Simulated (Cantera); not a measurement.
Input: 1 mol Pb, 0.095 mol O₂, 0.35 mol H₂, equilibrated at 2.80 mbar.

Equilibrium computed with Cantera from the NASA thermochemical tables; the gas is ideal and each condensed phase is pure. Candidate condensed phases: H₂O, Pb, PbO, PbO₂, Pb₃O₄; 12 gas species. The numbers say what is thermodynamically allowed, not how fast it happens.

Which condensed phases are stable at each of these points (T (K)): 573, 673, 773, 873, 973, 1073, 1173, 1273, 1373, 1473, 1573?


```
T (K)  condensed phases  Pb condensed (%)
-----  ----------------  ----------------
573               Pb(s)             100.0
673               Pb(l)             100.0
773               Pb(l)             100.0
873               Pb(l)             100.0
973               Pb(l)              99.9
1073              Pb(l)              99.1
1173              Pb(l)              93.8
1273              Pb(l)              33.3
1373           gas only               0.0
1473           gas only               0.0
1573           gas only               0.0
```

At 573 K the condensed part is Pb(s). From 673 K to 1273 K the condensed part is Pb(l). From 1373 K to 1573 K nothing is condensed.
